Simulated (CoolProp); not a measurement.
Normal hydrogen along the isotherm -236.95 °C: Z from the reference equation and from simpler models built on Tc = -240.0 °C, pc = 1.296 MPa, ω = -0.219; each cubic takes its own stable root.

Values from CoolProp's reference Helmholtz-energy equation of state, Leachman 2009.

```
p (MPa)          phase  reference  van der Waals  Redlich-Kwong  Soave-Redlich-Kwong  Peng-Robinson
-------  -------------  ---------  -------------  -------------  -------------------  -------------
0.216              gas     0.9559         0.9588         0.9550               0.9530         0.9470
0.432              gas     0.9089         0.9147         0.9077               0.9032         0.8915
0.648              gas        [?]         0.8667         0.8574                  [?]         0.8328
0.864              gas     0.8030         0.8138         0.8036               0.7921         0.7700
1.08               gas     0.7415         0.7540         0.7452               0.7282         0.7015
1.3      supercritical        [?]         0.6825         0.6796               0.6543         0.6235
1.51     supercritical     0.5859         0.5980         0.6098               0.5711         0.5374
1.73     supercritical     0.4763         0.4891         0.5299               0.4693         0.4352
1.94     supercritical     0.3872         0.4317            [?]               0.3999         0.3675
```

What belongs in the gaps?


- 0.648, reference: 0.8583
- 0.648, Soave-Redlich-Kwong: 0.8499
- 1.3, reference: 0.6693
- 1.94, Redlich-Kwong: 0.4623
